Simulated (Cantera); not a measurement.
# Ignition delay

Mixture: CH4 : H2 : O2 : N2 = 1 : 0.032 : 2.55 : 9.6 (molar parts), at 36.5 atm, adiabatic and at constant pressure. Ignition delay is the time to a rise of 400 K.

Detailed kinetics in Cantera: GRI-Mech 3.0 (53 species, 325 reactions). The pressure lies above the range GRI-Mech 3.0 was tuned for (to about 10 atm).

| T0 (K) | delay (ms) |
|---|---|
| 1375 | 0.126 |
| 1450 | 0.0665 |
| 1525 | 0.0363 |
| 1600 | 0.0205 |
| 1675 | 0.0119 |

```json
{
 "apparent activation energy between 1525 and 1675 K": "160 kJ/mol"
}
```
